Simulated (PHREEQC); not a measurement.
**Polishing slurry liquid: an equilibrium model**

A solution holds 0.0032 mol/kgw HNO3 and 0.00029 mol/kgw Fe(NO3)3, at 25 °C. Closed to the air; pH follows from the charge balance.

Computed with PHREEQC (ion-association model, phreeqc.dat).

Each row changes one thing in this solution. No solid was allowed to form.

| case | pH | ionic strength (mol/kgw) | FeOH+2 (mol/kgw) | Fe+3 (mol/kgw) | Fe(OH)2+ (mol/kgw) | Fe2(OH)2+4 (mol/kgw) | SI of Fe(OH)3(a) (Fe(OH)3) | SI of Goethite (FeOOH) |
|---|---|---|---|---|---|---|---|---|
| as made | 2.50 | 0.00457 | 0.000164 | 0.000110 | 1.38e-5 | 1.30e-6 | -1.61 | +4.28 |
| HNO3 replaced by Cd(NO3)2 at the same molality | 3.45 | 0.0106 | (withheld) | 1.35e-5 | 0.000111 | 1.68e-6 | +0.23 | +6.12 |
| diluted 10-fold with water | 3.45 | 0.000425 | (withheld) | 9.15e-7 | 1.31e-5 | 7.30e-9 | -0.66 | +5.23 |
| HNO3 from 0.0032 to 0.00032 mol/kgw | 3.19 | 0.00145 | 0.000183 | (withheld) | 8.27e-5 | 1.26e-6 | -0.13 | +5.76 |
| HNO3 from 0.0032 to 0.0064 mol/kgw | (withheld) | 0.00788 | 0.000120 | 0.000163 | 5.02e-6 | 8.28e-7 | -2.34 | +3.55 |

Question: What belongs in the gaps?

Answer: 
- HNO3 replaced by Cd(NO3)2 at the same molality, FeOH+2 (mol/kgw): 0.000162
- diluted 10-fold with water, FeOH+2 (mol/kgw): 1.50e-5
- HNO3 from 0.0032 to 0.00032 mol/kgw, Fe+3 (mol/kgw): 2.21e-5
- HNO3 from 0.0032 to 0.0064 mol/kgw, pH: 2.22

Some of these states are supersaturated (in Hematite (slow to form), Goethite (slow to form), Fe(OH)3(a), for instance).
